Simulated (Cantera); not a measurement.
A closed system holds: 1 mol SiO₂, 0.53 mol SiCl₄, 9.3 mol O₂, at 677 °C and 5900 Pa.

These are equilibrium values from Cantera (NASA tables, ideal gas, pure condensed phases), not measurements of a reactor. Candidate condensed phases: Si, SiO₂; 15 gas species. Equilibrium is a limit: real reactors are often held back by kinetics, nucleation or transport.

Base state: O₂ 0.892, Cl₂ 0.108, Cl 0.000239 (mole fractions); condensed: SiO₂(β-quartz).

Problem. What changes in the equilibrium state with this change: temperature from 677 °C to 1650 °C?

Solution. 
```
species                 before     after
--------------------  --------  --------
O₂                       0.892     0.809
Cl                    0.000239     0.182
Cl₂                      0.108   0.00662
O                        <1e-9   0.00134
ClO                    3.93e-6  0.000637
SiO₂(β-quartz), mol       1.53         0
SiO₂(condensed), mol         0      1.53
```
The tables hold silica as quartz up to 1696 K and as liquid above; real silica turns to tridymite and cristobalite and melts near 1996 K.

Problem. What changes in the equilibrium state with this change: SiCl₄ from 0.53 to 1.7 mol?

Solution. 
```csv
species,before,after
O₂,0.892,0.691
Cl₂,0.108,0.309
Cl,0.000239,0.000405
"SiO₂(β-quartz), mol",1.53,2.70
```

Problem. What changes in the equilibrium state with this change: pressure from 5900 Pa to 1.10 Pa?

Solution. 
| species | before | after |
|---|---|---|
| O₂ | 0.892 | 0.885 |
| Cl₂ | 0.108 | 0.0986 |
| Cl | 0.000239 | 0.0167 |
| SiO₂(β-quartz), mol | 1.53 | 1.53 |
